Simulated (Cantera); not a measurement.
A perfectly stirred reactor is fed with CH4 : H2 : O2 : N2 : H2O = 1 : 1.4 : 2.08 : 7.81 : 0.93 (molar parts), equivalence ratio 1.3, at 101000 Pa; it is adiabatic with a 348 K inlet, and is followed from long to short residence time, starting on the burning branch (τ in s: 0.1, 0.042, 0.017, 0.0068, 0.0027, 0.0011, 0.00044, 0.00018, 7.2e-05).

Model: GRI-Mech 3.0 (53 species, 325 reactions), integrated in Cantera.

Task: Predict: blow-out, bracketed by the residence times tried; x(CH4) at τ = 0.100 s; x(H2) at τ = 0.100 s; x(O2) at τ = 0.100 s; x(HCN) at τ = 0.100 s; x(CH4) at τ = 2.70 ms; x(H2) at τ = 2.70 ms; x(O2) at τ = 2.70 ms; x(HCN) at τ = 2.70 ms; x(C2H) at τ = 2.70 ms.

Result: 
```
Property                                                                        Value
------------------------------------------------  -----------------------------------
blow-out, bracketed by the residence times tried  burning at 0.180 ms, out at 72.0 µs
x(CH4) at τ = 0.100 s                                                         3.09e-5
x(H2) at τ = 0.100 s                                                           0.0564
x(O2) at τ = 0.100 s                                                         0.000104
x(HCN) at τ = 0.100 s                                                         3.07e-6
x(CH4) at τ = 2.70 ms                                                         9.20e-5
x(H2) at τ = 2.70 ms                                                           0.0566
x(O2) at τ = 2.70 ms                                                          0.00119
x(HCN) at τ = 2.70 ms                                                         1.15e-5
x(C2H) at τ = 2.70 ms                                                         3.18e-9
```
